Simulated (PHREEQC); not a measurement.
Dissolve 2.4 mmol/kgw CuSO4, 0.1 mmol/kgw MgSO4, 42 mmol/kgw H2SO4 and 4 mmol/kgw NaCl at 25 °C. Closed to the air; pH follows from the charge balance.

The numbers come from PHREEQC with the ion-association model, phreeqc.dat.

Task: The ionic strength comes out as 0.0763 mol/kgw. What activity coefficients do Cu+2, H+, Na+, NaSO4-, CuCl+ get?

Result: Cu+2 0.43, H+ 0.84, Na+ 0.80, NaSO4- 0.80, CuCl+ 0.79.

No solid was allowed to form. Species that the database lacks are ignored.
